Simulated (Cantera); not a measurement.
An adiabatic, constant-pressure homogeneous reactor starts with H2 : O2 : N2 : NO = 1 : 1 : 3.76 : 0.027 (molar parts), at 1148 K and 13.0 bar. Integrator tolerance rtol = 1e-08.

Model: GRI-Mech 3.0 (53 species, 325 reactions), integrated in Cantera. The hydrogen kinetics of GRI-Mech 3.0 are dated; newer H2 mechanisms differ, most at raised pressure. The pressure lies above the range GRI-Mech 3.0 was tuned for (to about 10 atm). The mechanism lacks 2 NO + O2 → 2 NO2 and HONO, so NO2 and the effect of NO are under-described below about 1400 K.

Problem. What does this change do: H2 1 to 0.34 parts?

Solution. 
```csv
quantity,before,after
time of steepest temperature rise,19.5 µs,28.8 µs
temperature at 4.00 s,2340 K,1629 K
equilibrium temperature,2340 K,1637 K
x(H2) at 4.00 s,0.000449 (gas-phase equilibrium 0.000449),4.33e-7 (gas-phase equilibrium 4.70e-7)
x(O2) at 4.00 s,0.0903 (gas-phase equilibrium 0.0903),0.168 (gas-phase equilibrium 0.169)
x(NO) at 4.00 s,0.0106 (gas-phase equilibrium 0.0106),0.00507 (gas-phase equilibrium 0.00200)
x(H) at 4.00 s,7.03e-5 (gas-phase equilibrium 7.03e-5),1.35e-8 (gas-phase equilibrium 1.52e-8)
x(HO2) at 4.00 s,1.26e-5 (gas-phase equilibrium 1.26e-5),6.01e-7 (gas-phase equilibrium 6.34e-7)
```
